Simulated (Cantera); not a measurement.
Cantera run:

```python
import numpy as np
import cantera as ct

gas_names = """
    CL CL2 N N2 Si SiCL SiCL2 SiCL3 SiCL4 SiN Si2 Si2N Si3
""".split()
cond_names = """
    Si(cr) Si(L) Si3N4(a)
""".split()


# ... load() reads the species with a 1 bar reference pressure and builds the phases ...
atoms = {
    'Si': {'Si': 1},
    'Cl2': {'CL': 2},
    'N2': {'N': 2},
}
top_T = {'Si3N4(a)': 2400}  # K; cautious upper limits of use, not melting points


# ... equilibrate(T, P, feed) seeds the gas with the atoms and calls Mixture.equilibrate('TP', solver="vcs", rtol=1e-11, max_steps=5000) ...
results = []
T = 1173.15  # K
P = 3700  # Pa
for m in [0.69, 1.4, 2.1, 2.8, 3.4, 4.1, 4.8]:
    feed = {'Si': 1, 'Cl2': m, 'N2': 22}  # mol
    mix = equilibrate(T, P, feed)
    results.append((T, P, feed, dict(zip(mix.species_names, mix.species_moles))))
    x = sorted(zip(gas.X, gas.species_names), reverse=True)
    print(f"T = {T:g} K  P = {P:g} Pa  n(Cl2) = {m:g} mol  gas = {mix.phase_moles(0):.4g} mol")
    print("   x: " + "  ".join(f"{s} {v:.3e}" for v, s in x if v > 0.001))
    print("   condensed (mol): " + ("  ".join(f"{mix.phase(i).name} {mix.phase_moles(i):.4g}"
          for i in range(1, mix.n_phases) if mix.phase_moles(i) > 1e-12) or "none"))
```

Result:

```
T = 1173.15 K  P = 3700 Pa  n(Cl2) = 0.69 mol  gas = 21.91 mol
   x: N2 9.842e-01  SiCL4 1.549e-02
   condensed (mol): Si3N4(a) 0.2176
T = 1173.15 K  P = 3700 Pa  n(Cl2) = 1.4 mol  gas = 22.51 mol
   x: N2 9.687e-01  SiCL4 3.069e-02
   condensed (mol): Si3N4(a) 0.09876
T = 1173.15 K  P = 3700 Pa  n(Cl2) = 2.1 mol  gas = 23.11 mol
   x: N2 9.518e-01  SiCL4 4.327e-02  CL2 3.761e-03  CL 1.131e-03
   condensed (mol): none
T = 1173.15 K  P = 3700 Pa  n(Cl2) = 2.8 mol  gas = 23.84 mol
   x: N2 9.228e-01  SiCL4 4.195e-02  CL2 3.191e-02  CL 3.295e-03
   condensed (mol): none
T = 1173.15 K  P = 3700 Pa  n(Cl2) = 3.4 mol  gas = 24.45 mol
   x: N2 8.997e-01  CL2 5.509e-02  SiCL4 4.089e-02  CL 4.329e-03
   condensed (mol): none
T = 1173.15 K  P = 3700 Pa  n(Cl2) = 4.1 mol  gas = 25.17 mol
   x: N2 8.742e-01  CL2 8.082e-02  SiCL4 3.974e-02  CL 5.244e-03
   condensed (mol): none
T = 1173.15 K  P = 3700 Pa  n(Cl2) = 4.8 mol  gas = 25.88 mol
   x: N2 8.502e-01  CL2 1.052e-01  SiCL4 3.864e-02  CL 5.983e-03
   condensed (mol): none
```

These are equilibrium values from Cantera (NASA tables, ideal gas, pure condensed phases), not measurements of a reactor. N2 is the only nitrogen source here; it is nearly inert below about 1500 K, so the nitride shown seldom forms there in practice. The tables' values for SiCl3 are old estimates; treat these amounts as uncertain.
